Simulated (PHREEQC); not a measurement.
## Brine: speciation

A solution holds 2.5 mol MgCl2 and 3.2 mol H2SO4 per kg of water, at 20 °C. Closed to the air; pH follows from the charge balance.

Computed with PHREEQC (Pitzer model, pitzer.dat).

The pH comes out as -2.55 and the ionic strength comes out as 11.3 mol/kgw. The activity of water is 0.509, the density is 1.296 g/cm³ and the osmotic coefficient is 2.635. The total alkalinity is -6400 meq/kg.

```json
[
 {"species": "Cl-", "molality": "5.00", "activity": "3.83", "log γ": "-0.116"},
 {"species": "H+", "molality": "3.53", "activity": "358", "log γ": "2.007"},
 {"species": "HSO4-", "molality": "2.87", "activity": "4.62", "log γ": "0.207"},
 {"species": "Mg+2", "molality": "2.50", "activity": "1000", "log γ": "3.084"},
 {"species": "SO4-2", "molality": "0.327", "activity": "0.000155", "log γ": "-3.324"}
]
```

Precipitation was switched off in this run. In brines, pH and single-ion activities rest on the MacInnes convention.
